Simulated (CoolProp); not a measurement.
Vapour-liquid equilibrium of R143a (1) + R152A (2) at 3.68 bar; x and y are mole fractions of (1).

The numbers come from the multi-fluid Helmholtz-energy mixture model, Lemmon and Jacobsen 2000 and Outcalt 1996; pair parameters Bell 2016 in CoolProp.

```tsv
x	bubble temperature, mixture model (K)	bubble temperature, Raoult's law (K)	y, mixture model	y, Raoult's law
0.05	280.4	280.9	0.114	0.107
0.15	276.3	277.5	0.298	0.289
0.25	272.9	274.4	0.439	0.438
0.35	270.0	271.5	0.551	0.560
0.45	267.5	268.9	0.645	0.662
0.55	265.3	266.5	0.724	0.748
0.65	263.3	264.2	0.795	0.820
0.75	261.5	262.1	0.859	0.882
0.85	259.8	260.1	0.917	0.934
0.95	258.2	258.3	0.973	0.980
```

The largest gap from Raoult's law is -1.5 K in bubble temperature, at x = 0.35. No azeotrope shows between x = 0.05 and 0.95.

Pair parameters are fitted to limited data, so mixtures are less certain than the pure fluids.
